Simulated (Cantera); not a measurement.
An adiabatic, constant-pressure homogeneous reactor starts with CH4 : H2 : O2 : N2 = 1 : 0.054 : 1.19 : 4.48 (molar parts), equivalence ratio 1.7, at 1325 K and 330 Torr. Integrator tolerance rtol = 1e-08.

Computed with Cantera and GRI-Mech 3.0 (53 species, 325 reactions).

Q: What does this change do: H2 0.054 to 0.092 parts?

A: 
```tsv
quantity	before	after
time of steepest temperature rise	13.6 ms	10.5 ms
temperature at 0.200 s	2500 K	2496 K
equilibrium temperature	2500 K	2496 K
x(CH4) at 0.200 s	<1e-12 (gas-phase equilibrium <1e-12)	<1e-12 (gas-phase equilibrium <1e-12)
x(H2) at 0.200 s	0.109 (gas-phase equilibrium 0.109)	0.113 (gas-phase equilibrium 0.113)
x(O2) at 0.200 s	0.000158 (gas-phase equilibrium 0.000158)	0.000142 (gas-phase equilibrium 0.000142)
x(CO2) at 0.200 s	0.0242 (gas-phase equilibrium 0.0242)	0.0235 (gas-phase equilibrium 0.0235)
x(H) at 0.200 s	0.0126 (gas-phase equilibrium 0.0126)	0.0126 (gas-phase equilibrium 0.0126)
```
